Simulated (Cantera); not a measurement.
An isothermal, constant-pressure homogeneous reactor starts with 10.8 % H2, 9.01 % O2, 73.9 % N2, 6.31 % H2O, equivalence ratio 0.60, at 873 K and 180 Torr.

Computed with Cantera and the H2/O2 subset of GRI-Mech 3.0, which has no nitrogen chemistry. Below about 950 K walls govern HO2 and H2O2 in real vessels. The temperature is held fixed by assumption; the heat of reaction is taken as removed at once.

One state of this run: x H2 = 0.0329; x O2 = 0.0539; x H2O = 0.145; x H = 4.26e-8; x OH = 5.28e-9; x O = 1.10e-8; x H2O2 = 2.56e-5. x: mole fraction; the columns are a selection and need not sum to one.

Which value of t (s) does it belong to?
A) 0.398
B) 0.171
C) 0.00251
D) 0.0316

B, 0.171
